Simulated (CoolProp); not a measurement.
Vapour-liquid equilibrium of propane (1) + dimethyl ether (2) at 299.3 K; x and y are mole fractions of (1).

Values from CoolProp's multi-fluid Helmholtz-energy mixture model, Lemmon 2009 and Wu 2011; pair parameters Bell 2016.

```
x     bubble pressure (MPa)  y at the bubble point  dew pressure at overall composition x (MPa)  liquid density (mol/L)
----  ---------------------  ---------------------  -------------------------------------------  ----------------------
0.05                 0.6562                  0.107                                       0.6311                   14.10
0.15                 0.7344                  0.267                                       0.6763                   13.69
0.25                 0.7974                  0.385                                       0.7257                   13.30
0.35                 0.8483                  0.479                                       0.7785                   12.93
0.45                 0.8896                  0.560                                       0.8327                   12.58
0.55                 0.9229                  0.634                                       0.8848                   12.26
0.65                 0.9492                  0.706                                       0.9294                   11.96
0.75                 0.9685                  0.779                                       0.9618                   11.69
0.85                 0.9803                  0.859                                       0.9794                   11.45
0.95                 0.9830                  0.949                                       0.9830                   11.23
```

y crosses x between x = 0.85 and 0.95: the model has an azeotrope there.

Pair parameters are fitted to limited data, so mixtures are less certain than the pure fluids.
